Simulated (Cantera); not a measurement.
A closed system holds: 1 mol HgO, 0.031 mol O₂, 52 mol N₂, equilibrated at 220000 Pa.

These are equilibrium values from Cantera (NASA tables, ideal gas, pure condensed phases), not measurements of a reactor. Candidate condensed phases: Hg, HgO; 10 gas species. The numbers say what is thermodynamically allowed, not how fast it happens.

Problem. What share of the Hg ends up in condensed phases as a function of T (K), at 500, 575, 650, 725, 800, 875, 950?

Solution. 
| T (K) | Hg condensed (%) | as |
|---|---|---|
| 500 | 99.5 | HgO(s) |
| 575 | 76.3 | HgO(s) |
| 650 | 0.0 | - |
| 725 | 0.0 | - |
| 800 | 0.0 | - |
| 875 | 0.0 | - |
| 950 | 0.0 | - |
